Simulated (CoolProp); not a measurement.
Model: reference Helmholtz-energy equation of state, Span 2000, in CoolProp.

Problem. Give the vapour pressure (kPa), liquid density (kg/m³), vapour density (kg/m³), liquid viscosity (µPa s) of saturated nitrogen at 111.1, 117.3 K.

Solution. 
```tsv
T (K)	p (kPa)	liquid density (kg/m³)	vapour density (kg/m³)	liquid viscosity (µPa s)
111.1	1560	613	67.3	54.0
117.3	2190	555	102	43.3
```

Viscosity comes from a separate model (Lemmon 2004).
